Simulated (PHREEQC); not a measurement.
Buffer: an equilibrium model

Consider water at 25 °C with 0.1 mol KHCO3, 0.00051 mol Na2B4O7 and 0.26 mol KCl per kg of water. Closed to the air; pH follows from the charge balance.

Equilibrium calculation in PHREEQC: ion-association model, wateq4f.dat.

This is a speciation only: nothing precipitates in the calculation.

Question: What pH, ionic strength, activity of water does the model give?

Answer: pH 8.15; ionic strength 0.363 mol/kgw; activity of water 0.988.

Question: In which forms is B present?

Answer: H3BO3 88 %, H2BO3- 12 % of the B.

Species that the database lacks are ignored.
